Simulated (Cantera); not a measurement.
An isothermal, constant-pressure homogeneous reactor starts with CH4 : H2 = 1 : 1.3 (molar parts), at 1450 K and 0.0178 atm. Integrator tolerance rtol = 1e-08.

Model: GRI-Mech 3.0 (53 species, 325 reactions), integrated in Cantera. GRI-Mech 3.0 stops at C3 and has no aromatics, soot or wall deposition, so with more carbon than oxygen in the feed, carbon stays in small species such as C2H2 where larger ones or solid carbon would form. Radical loss at walls, strong at low pressure, is not modelled.

What does this change do: pressure from 0.0178 atm to 0.00109 atm?


| quantity | before | after |
|---|---|---|
| x(CH4) at 100 s | 0.0535 (gas-phase equilibrium 0.00793) | 0.134 (gas-phase equilibrium 0.000494) |
| x(H2) at 100 s | 0.813 (gas-phase equilibrium 0.843) | 0.761 (gas-phase equilibrium 0.848) |
| x(C2H4) at 100 s | 0.000981 (gas-phase equilibrium 0.00106) | 0.000628 (gas-phase equilibrium 6.67e-5) |
| x(C2H6) at 100 s | 2.98e-6 (gas-phase equilibrium 2.06e-7) | 1.02e-5 (gas-phase equilibrium 7.97e-10) |
| x(C2H2) at 100 s | 0.132 (gas-phase equilibrium 0.148) | 0.104 (gas-phase equilibrium 0.151) |
| x(CH2) at 100 s | 2.93e-9 (gas-phase equilibrium 7.39e-10) | 3.78e-8 (gas-phase equilibrium 7.50e-10) |

What does this change do: temperature 1450 to 1250 K?


| quantity | before | after |
|---|---|---|
| x(CH4) at 100 s | 0.0535 (gas-phase equilibrium 0.00793) | 0.430 (gas-phase equilibrium 0.0911) |
| x(H2) at 100 s | 0.813 (gas-phase equilibrium 0.843) | 0.568 (gas-phase equilibrium 0.788) |
| x(C2H4) at 100 s | 0.000981 (gas-phase equilibrium 0.00106) | 0.000464 (gas-phase equilibrium 0.00902) |
| x(C2H6) at 100 s | 2.98e-6 (gas-phase equilibrium 2.06e-7) | 2.06e-5 (gas-phase equilibrium 1.09e-5) |
| x(C2H2) at 100 s | 0.132 (gas-phase equilibrium 0.148) | 0.00116 (gas-phase equilibrium 0.112) |
| x(CH2) at 100 s | 2.93e-9 (gas-phase equilibrium 7.39e-10) | 1.11e-11 (gas-phase equilibrium 1.64e-11) |
